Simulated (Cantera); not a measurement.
Source: NASA polynomial tables (part measured, part estimated), evaluated in Cantera. Values are per mole of reaction as written; species without (g) are pure solids or liquids, kept so even where they would boil at 1 bar.

Question: Between 1373 and 1873 K, where is each reaction favourable under standard conditions?
- 6 O(g) + Cr2N → 2 CrO3(g) + N(g)

Answer: 
- 6 O(g) + Cr2N → 2 CrO3(g) + N(g): ΔG° is -960 kJ at 1373 K and -749 kJ at 1873 K; it stays negative (K > 1). ΔH° is -1552 kJ and ΔS° -429 J/K at 1873 K.
